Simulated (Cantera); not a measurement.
An isothermal, constant-pressure homogeneous reactor starts with CO : O2 : H2O : N2 = 0.0039 : 0.0039 : 0.00028 : 1 (molar parts), at 1023 K and 0.710 bar. Integrator tolerance rtol = 1e-08.

Model: GRI-Mech 3.0 (53 species, 325 reactions), integrated in Cantera.

### Question
What does this change do: 0.0031 parts CH4 added?

### Answer
```
quantity                                            before                                      after
---------------  -----------------------------------------  -----------------------------------------
x(CO) at 200 s   7.38e-10 (gas-phase equilibrium 1.38e-11)    0.00384 (gas-phase equilibrium 0.00415)
x(O2) at 200 s     0.00194 (gas-phase equilibrium 0.00194)     0.00372 (gas-phase equilibrium <1e-12)
x(H2O) at 200 s  0.000278 (gas-phase equilibrium 0.000278)   0.000410 (gas-phase equilibrium 0.00216)
x(CO2) at 200 s    0.00388 (gas-phase equilibrium 0.00388)    7.01e-5 (gas-phase equilibrium 0.00276)
x(NO) at 200 s     6.17e-8 (gas-phase equilibrium 4.34e-6)      <1e-12 (gas-phase equilibrium <1e-12)
x(H) at 200 s      1.53e-12 (gas-phase equilibrium <1e-12)  1.79e-10 (gas-phase equilibrium 3.22e-10)
x(O) at 200 s    9.17e-10 (gas-phase equilibrium 1.64e-11)    2.80e-11 (gas-phase equilibrium <1e-12)
```
